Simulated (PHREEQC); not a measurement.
Make-up at 25 °C: 13 mmol/kgw HF, 16 mmol/kgw KF, 0.00049 mmol/kgw H4SiO4 and 1.9 mmol/kgw H2SO4. Closed to the air; pH follows from the charge balance.

Computed with PHREEQC (ion-association model, phreeqc.dat).

Question: The ionic strength comes out as 0.0186 mol/kgw. What activity coefficients do F-, HSO4-, K+, SO4-2, H+ get?

Answer: F- 0.87, HSO4- 0.87, K+ 0.87, SO4-2 0.59, H+ 0.89.

No solid was allowed to form. SiF6-2 is the database's only silicon fluoride.
